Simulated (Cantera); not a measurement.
An isothermal, constant-pressure homogeneous reactor starts with CH4 : H2O = 1 : 2.5 (molar parts), at 1473 K and 8.90 bar.

Detailed kinetics in Cantera: GRI-Mech 3.0 (53 species, 325 reactions).

One state of this run: x CH4 = 0.177; x H2O = 0.654; x HCO = 1.20e-10; x O = <1e-12; x CH3 = 3.25e-5; x CH2CO = 2.23e-5; x C2H4 = 0.0126. x: mole fraction; the columns are a selection and need not sum to one.

Which value of t (s) does it belong to?
A. 0.00841
B. 0.141
C. 0.0345
D. 0.00205

B, 0.141
